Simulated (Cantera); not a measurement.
Charge: 1 mol Fe(CO)5, a varied amount of H2, 5.7 mol N2, at 1300 K and 1 atm.

Points: n(H2) (mol) = 0.053, 0.099, 0.18, 0.34, 0.64, 1.2, 2.2, 4.1, 7.7.

Cantera's Mixture.equilibrate('TP', solver="vcs", rtol=1e-11, max_steps=5000) on the NASA tables stopped like this:

```
ERROR: FAILURE its = 5001!

*******************************************************************************
CanteraError thrown by MultiPhase::equilibrate:
VCS solver failed. Return code: -1
*******************************************************************************
```

**Question.** What got this run through?

**Answer.** Several could match; the one computed here: The failure is numerical, not chemical. The same input converged with solver="gibbs", rtol=1e-10, max_steps=50000, and the result passed a check of the equilibrium conditions:
```
log10 of partial pressures in bar; condensed amounts in mol
     n(H2)        N2        CO        H2       CH4       CO2       H2O       HCN       NH3     C(gr)     Fe(c)
     0.053    -0.269    -0.328    -2.303    -6.711    -2.943    -4.672    -4.970    -7.496   0.01219         1
     0.099    -0.271    -0.330    -2.034    -6.172    -2.947    -4.404    -4.837    -7.093   0.01228         1
      0.18    -0.275    -0.334    -1.777    -5.659    -2.954    -4.151    -4.710    -6.710   0.01246         1
      0.34    -0.281    -0.340    -1.507    -5.119    -2.966    -3.888    -4.578    -6.308    0.0128         1
      0.64    -0.292    -0.352    -1.244    -4.593    -2.990    -3.636    -4.452    -5.919   0.01335         1
       1.2    -0.313    -0.373    -0.993    -4.089    -3.031    -3.405    -4.337    -5.552   0.01402         1
       2.2    -0.348    -0.408    -0.765    -3.633    -3.102    -3.212    -4.240    -5.227   0.01416         1
       4.1    -0.408    -0.467    -0.554    -3.213    -3.221    -3.062    -4.165    -4.942   0.01146         1
       7.7    -0.502    -0.562    -0.375    -2.860    -3.405    -2.973    -4.127    -4.721         0         1
```

The gas is ideal and each condensed phase is pure. Condensed phases not in the tables: cementite and carbon dissolved in iron.
